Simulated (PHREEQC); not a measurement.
Model water analysis in mg/L, 80 °C, pH 6.89, pe 9.1: Na 97.3; K 121; Ca 54.8; Mg 21.7; Cl 311; S(6) as SO4 87; Alkalinity as HCO3 109; Ni 19.5; B 0.0663; Li 0.0336; Cu(2) 10.9.

Valence states are taken as typed.

All values are PHREEQC results (ion-association model, wateq4f.dat), not measurements.

**Question.** The ionic strength comes out as 0.0143 mol/kgw. What activity coefficients do MgHCO3+, NiOH+, Na+, Ni+2, Mg+2 get?

**Answer.** MgHCO3+ 0.87, NiOH+ 0.87, Na+ 0.87, Ni+2 0.58, Mg+2 0.60.

This is a speciation only: nothing precipitates in the calculation. Examples of supersaturated solids here: Malachite, Cu(OH)2. Others may be too. Constants without temperature data keep their 25 °C values here. The database's nickel carbonate constants are estimates that later reviews lower a good deal.
